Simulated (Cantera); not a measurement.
## Stirred combustor or abatement burner

A perfectly stirred reactor is fed with CH4 : H2 : O2 : N2 = 1 : 0.039 : 1.19 : 4.47 (molar parts), at 36000 Pa; it is adiabatic with a 425 K inlet, and is followed from long to short residence time, starting on the burning branch (τ in s: 0.031, 0.012, 0.0043, 0.0016, 0.00058, 0.00022, 8e-05, 2.9e-05, 1.1e-05, 4e-06).

Detailed kinetics in Cantera: GRI-Mech 3.0 (53 species, 325 reactions).

| τ (s) | T (K) | x CH4 | x H2 | x O2 | x C2H6 | x OH | x CH2CO | x C2H2 |
|---|---|---|---|---|---|---|---|---|
| 0.031 | 1863 | 0.00376 | 0.0997 | 0.00119 | 5.64e-6 | 0.000128 | 2.60e-5 | 0.00354 |
| 0.012 | 1851 | 0.00467 | 0.0955 | 0.00240 | 1.26e-5 | 0.000168 | 4.19e-5 | 0.00418 |
| 0.0043 | 1820 | 0.00658 | 0.0898 | 0.00557 | 3.56e-5 | 0.000207 | 7.47e-5 | 0.00466 |
| 0.0016 | 425 | 0.149 | 0.00582 | 0.178 | <1e-12 | <1e-12 | <1e-12 | <1e-12 |
| 0.00058 | 425 | 0.149 | 0.00582 | 0.178 | <1e-12 | <1e-12 | <1e-12 | <1e-12 |
| 0.00022 | 425 | 0.149 | 0.00582 | 0.178 | <1e-12 | <1e-12 | <1e-12 | <1e-12 |
| 8.0e-5 | 425 | 0.149 | 0.00582 | 0.178 | <1e-12 | <1e-12 | <1e-12 | <1e-12 |
| 2.9e-5 | 425 | 0.149 | 0.00582 | 0.178 | <1e-12 | <1e-12 | <1e-12 | <1e-12 |
| 1.1e-5 | 425 | 0.149 | 0.00582 | 0.178 | <1e-12 | <1e-12 | <1e-12 | <1e-12 |
| 4.0e-6 | 425 | 0.149 | 0.00582 | 0.178 | <1e-12 | <1e-12 | <1e-12 | <1e-12 |
x: mole fraction; the columns are a selection and need not sum to one.
